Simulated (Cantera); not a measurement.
Cantera run:

```python
import numpy as np
import cantera as ct

gas_names = """
    AL ALH ALI ALI3 ALN AL2 AL2I6 H HI H2 I I2 N NH NH2 NH3 N2 N2H2 N2H4
""".split()
cond_names = """
    AL(cr) AL(L) ALI3(s) ALI3(L) ALN(s) I2(cr) I2(L)
""".split()


# ... load() reads the species with a 1 bar reference pressure and builds the phases ...
atoms = {
    'AlI3': {'AL': 1, 'I': 3},
    'NH3': {'N': 1, 'H': 3},
    'H2': {'H': 2},
}
top_T = {'ALN(s)': 2750}  # K; cautious upper limits of use, not melting points


# ... equilibrate(T, P, feed) seeds the gas with the atoms and calls Mixture.equilibrate('TP', solver="vcs", rtol=1e-11, max_steps=5000) ...
results = []
feed = {'AlI3': 1, 'NH3': 3.8, 'H2': 5.5}  # mol
P = 6800  # Pa
for T in [1173, 1273, 1373, 1473, 1573, 1673, 1773, 1873, 1973, 2073, 2173, 2273]:
    mix = equilibrate(T, P, feed)
    results.append((T, P, feed, dict(zip(mix.species_names, mix.species_moles))))

top = {s: max(r[3][s] / sum(r[3][g] for g in gas_names) for r in results) for s in gas_names}
cols = sorted((s for s in top if top[s] > 1e-05), key=lambda s: -top[s])[:7]
seen = [c for c in cond_names if any(r[3].get(c, 0) > 1e-12 for r in results)]
print("log10 of partial pressures in bar; condensed amounts in mol")
print(f"{'T/K':>10s}" + "".join(f"{s[:9]:>10s}" for s in cols + seen))
for T, P, feed, n in results:
    ng = sum(n[g] for g in gas_names)
    print(f"{T:10.4g}" + "".join(f"{np.log10(max(n[s] / ng * P / 1e5, 1e-99)):10.3f}" for s in cols)
          + "".join(f"{n.get(c, 0):10.4g}" for c in seen))
```

Output:

```
log10 of partial pressures in bar; condensed amounts in mol
       T/K        H2        HI         I        N2       ALI         H      ALI3    ALN(s)
      1173    -1.319    -1.985    -2.666    -2.161    -6.839    -7.588    -3.292    0.8924
      1273    -1.318    -2.052    -2.439    -2.167    -5.672    -6.806    -3.325    0.8987
      1373    -1.317    -2.137    -2.272    -2.175    -4.704    -6.136    -3.433    0.9161
      1473    -1.317    -2.239    -2.155    -2.182    -3.901    -5.556    -3.616    0.9194
      1573    -1.317    -2.364    -2.089    -2.178    -3.244    -5.050    -3.889    0.8442
      1673    -1.321    -2.530    -2.085    -2.148    -2.735    -4.604    -4.306    0.5699
      1773    -1.327    -2.760    -2.161    -2.093    -2.381    -4.210    -4.935   0.02576
      1873    -1.328    -2.877    -2.143    -2.092    -2.372    -3.854    -5.631         0
      1973    -1.329    -2.981    -2.127    -2.093    -2.374    -3.534    -6.266         0
      2073    -1.331    -3.079    -2.114    -2.095    -2.381    -3.246    -6.848         0
      2173    -1.335    -3.169    -2.103    -2.098    -2.394    -2.984    -7.384         0
      2273    -1.343    -3.251    -2.089    -2.102    -2.422    -2.747    -7.882         0
```

These are equilibrium values from Cantera (NASA tables, ideal gas, pure condensed phases), not measurements of a reactor.
